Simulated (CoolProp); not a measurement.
Properties of methane along the isotherm 214 K (Tc = 190.6 K, pc = 4599 kPa, ω = 0.011).

Computed with CoolProp (reference Helmholtz-energy equation of state, Setzmann 1991).

| p (kPa) | phase | Joule-Thomson coefficient (K/MPa) | viscosity (µPa s) |
|---|---|---|---|
| 2870 | gas | 8.422 | 8.97 |
| 5750 | supercritical | 7.579 | 11.1 |
| 8620 | supercritical | 3.631 | ? |
| 11500 | supercritical | 1.574 | 24.5 |
| 14400 | supercritical | ? | 28.8 |
| 17200 | supercritical | 0.5084 | ? |
| 20100 | supercritical | ? | ? |
| 23000 | supercritical | 0.1370 | 37.4 |
| 25900 | supercritical | 0.02808 | ? |
| 28700 | supercritical | -0.05237 | 41.8 |
| 31600 | supercritical | -0.1183 | 43.8 |
| 34500 | supercritical | ? | 45.7 |
| 37400 | supercritical | -0.2157 | 47.5 |
| 40200 | supercritical | -0.2515 | 49.1 |
| 43100 | supercritical | -0.2831 | 50.8 |
| 46000 | supercritical | -0.3103 | 52.3 |

### Question
Some entries are withheld; supply them.

### Answer

- 8620, viscosity (µPa s): 18.1
- 14400, Joule-Thomson coefficient (K/MPa): 0.8574
- 17200, viscosity (µPa s): 32.0
- 20100, Joule-Thomson coefficient (K/MPa): 0.2870
- 20100, viscosity (µPa s): 34.9
- 25900, viscosity (µPa s): 39.7
- 34500, Joule-Thomson coefficient (K/MPa): -0.1716

Viscosity comes from a separate model (Quiñones-Cisneros 2006).
